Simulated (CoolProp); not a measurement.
Model: reference Helmholtz-energy equation of state, Thol 2019, in CoolProp.

Question: For tetradecamethylhexasiloxane (MD4M), give the phase and the cp (kJ/(kg K)), cv (kJ/(kg K)), speed of sound (m/s) at 346.85 °C and 0.00131 MPa; 346.85 °C and 0.0351 MPa.

Answer: 
- 346.85 °C and 0.00131 MPa: gas; cp 2.08, cv 2.07, speed of sound 106
- 346.85 °C and 0.0351 MPa: gas; cp 2.09, cv 2.07, speed of sound 104
